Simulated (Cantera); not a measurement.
A freely propagating, adiabatic, planar premixed flame of 8.46 % CH3OH, 19.2 % O2, 72.3 % N2, equivalence ratio 0.66, unburnt at 300 K and 10000 Pa; unity-Lewis-number transport, grid criteria slope 0.08 and curve 0.16, no radiation.

Cantera simulation using GRI-Mech 3.0 (53 species, 325 reactions); the numbers are that mechanism's predictions, not measurements. GRI-Mech 3.0 was tuned for natural gas; its chemistry of methanol as a main component is partial and can be far from experiment. Unity Lewis numbers drop preferential diffusion, which matters most where H2 and H carry the flame. Burning velocities carry a grid error of a few per cent, more on coarse grids.

x: mole fraction of selected species; z is measured from the peak of heat release.

```csv
z (mm),T (K),u (m/s),x CH3OH,x O2,x C2H,x H,x C2H2,x N2O
-18.0,301,0.186,0.0845,0.192,<1e-8,<1e-8,<1e-8,<1e-8
-12.0,308,0.190,0.0841,0.191,<1e-8,<1e-8,<1e-8,<1e-8
-8.99,329,0.204,0.0827,0.190,<1e-8,<1e-8,<1e-8,<1e-8
-5.99,440,0.274,0.0754,0.180,<1e-8,<1e-8,<1e-8,<1e-8
-3.00,(withheld),0.520,(withheld),(withheld),<1e-8,<1e-8,<1e-8,<1e-8
-1.50,1139,0.735,0.0253,0.117,<1e-8,1.99e-6,<1e-8,1.64e-8
0,1486,0.977,0.00181,0.0831,<1e-8,0.000958,<1e-8,2.34e-8
1.50,1567,1.03,3.36e-7,0.0704,<1e-8,0.00472,<1e-8,2.56e-8
3.00,1600,1.05,<1e-8,0.0674,<1e-8,0.00518,<1e-8,2.62e-8
5.99,1646,1.08,<1e-8,0.0653,<1e-8,0.00409,<1e-8,2.80e-8
12.0,1700,1.11,<1e-8,0.0641,<1e-8,(withheld),<1e-8,(withheld)
24.0,1748,1.13,<1e-8,0.0631,<1e-8,0.000921,<1e-8,4.34e-8
48.0,1783,1.15,<1e-8,0.0625,<1e-8,0.000293,<1e-8,5.51e-8
```

Question: Complete the blanks.

Answer: 
- -3.00, T (K): 820
- -3.00, x CH3OH: 0.0489
- -3.00, x O2: 0.147
- 12.0, x H: 0.00225
- 12.0, x N2O: 3.37e-8
